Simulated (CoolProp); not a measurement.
Saturation properties of hexamethyldisiloxane (MM).

Values from CoolProp's reference Helmholtz-energy equation of state, Thol 2016.

```csv
T (K),p (MPa),enthalpy of vaporisation (kJ/kg),liquid cp (kJ/(kg K)),vapour Z,surface tension (mN/m)
237.9,9.713e-5,256.2,1.767,0.9996,21.0
244.7,0.0001737,253.1,1.779,0.9994,20.3
251.5,0.0002990,250.0,1.792,0.9991,19.7
258.3,0.0004971,246.8,1.806,0.9987,19.0
265.1,0.0008006,243.8,1.820,0.9981,18.4
271.9,0.001252,240.7,1.835,0.9974,17.8
278.7,0.001907,237.6,1.851,0.9964,17.2
285.5,0.002833,234.6,1.868,0.9952,16.6
292.3,0.004114,231.5,1.885,0.9936,15.9
299.1,0.005850,228.4,1.902,0.9917,15.3
305.9,0.008159,225.4,1.920,0.9895,14.7
312.7,0.01118,222.3,1.938,0.9868,14.1
```

It boils at 373.7 K under 1 atm.

Surface tension comes from a separate correlation (Mulero 2014), older than this fluid's equation and unchecked against measurements.
